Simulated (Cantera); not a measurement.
Boron, boron nitride and boron oxide: BF3 + O2 + H2 + H2O

Charge: 1 mol BF3, 0.18 mol O2, a varied amount of H2, 0.39 mol H2O, equilibrated at 1223.15 K and 2.40 Torr.

Cantera equilibrium calculation (NASA polynomials, part measured and part estimated; ideal gas, pure solids and liquids). Candidate condensed phases: B, B2O3, B3O3H3, H2O; 43 gas species. Kinetics and transport are ignored.

| n(H2) (mol) | log p H2 | log p HF | log p BF3 | log p BOF | log p H2O | log p B3O3F3 | log p HBO2 |
|---|---|---|---|---|---|---|---|
| 6.2 | -2.63 | -3.38 | -3.71 | -3.83 | -4.07 | -4.77 | -5.07 |
| 14 | -2.56 | -3.64 | -4.05 | -4.03 | -4.46 | -5.35 | -5.38 |
| 21 | -2.54 | -3.78 | -4.23 | -4.14 | -4.68 | -5.70 | -5.57 |
| 28 | -2.53 | -3.89 | -4.37 | -4.23 | -4.84 | -5.97 | -5.72 |
| 36 | -2.52 | -3.98 | -4.49 | -4.32 | -4.99 | -6.22 | -5.86 |
| 43 | -2.52 | -4.05 | -4.57 | -4.38 | -5.10 | -6.40 | -5.97 |
| 50 | -2.52 | -4.10 | -4.65 | -4.43 | -5.19 | -6.56 | -6.06 |
| 58 | -2.51 | -4.16 | -4.72 | -4.48 | -5.29 | -6.72 | -6.15 |
| 65 | -2.51 | -4.20 | -4.77 | -4.53 | -5.36 | -6.85 | -6.22 |
| 72 | -2.51 | -4.24 | -4.82 | -4.56 | -5.43 | -6.96 | -6.28 |
| 80 | -2.51 | -4.29 | -4.88 | -4.60 | -5.50 | -7.08 | -6.35 |
log p: log10 of the partial pressure in bar; nothing condenses.

From 6.2 mol H2 to 80 mol H2 nothing is condensed. The main B-bearing gas is BF3 at 6.2 mol H2 and BOF at 80 mol H2.
